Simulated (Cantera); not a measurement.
# Premixed flame

A freely propagating, adiabatic, planar premixed flame of 6.70 % CH4, 8.71 % H2, 17.8 % O2, 66.7 % N2, 0.127 % CO2, equivalence ratio 1.0, unburnt at 375 K and 1.97 atm; mixture-averaged transport, grid criteria slope 0.08 and curve 0.16, no radiation.

Computed with Cantera and GRI-Mech 3.0 (53 species, 325 reactions). Burning velocities carry a grid error of a few per cent, more on coarse grids.

```
z (mm)   T (K)  u (m/s)     x CH4     x H2     x O2     x HO2     x H2O       x H
-------  -----  -------  --------  -------  -------  --------  --------  --------
-0.544     375    0.754    0.0670   0.0864    0.178   1.39e-8   4.83e-6     <1e-8
-0.363     376    0.755    0.0672   0.0840    0.178   4.34e-7  0.000119     <1e-8
-0.272     381    0.762    0.0673   0.0806    0.179   2.41e-6  0.000582     <1e-8
-0.181     421    0.836    0.0666   0.0717    0.178   2.79e-5   0.00506     <1e-8
-0.0906    795     1.57    0.0526   0.0531    0.156  0.000306    0.0489   6.23e-5
-0.0453   1241     2.46    0.0319   0.0427    0.118  0.000251     0.100  0.000781
0         1668     3.32   0.00890   0.0318   0.0688  0.000135     0.155   0.00359
0.0453    1865     3.72  0.000797   0.0215   0.0375   3.44e-5     0.184   0.00688
0.0906    1936     3.84   3.59e-5   0.0167   0.0260   1.69e-5     0.193   0.00778
0.181     2015     3.98   9.33e-8   0.0147   0.0198   1.10e-5     0.197   0.00675
0.363     2104     4.13     <1e-8   0.0127   0.0160   7.00e-6     0.203   0.00457
0.725     2188     4.28     <1e-8  0.00994   0.0127   4.09e-6     0.209   0.00259
1.45      2251     4.38     <1e-8  0.00741  0.00991   2.39e-6     0.215   0.00139
```
x: mole fraction of selected species; z is measured from the peak of heat release.

```
Quantity                     Result
------------------------  ---------
laminar burning velocity  75.5 cm/s
thermal thickness          0.181 mm
peak x(HO2)                0.000308
peak x(H)                   0.00778
grid points                     148
```
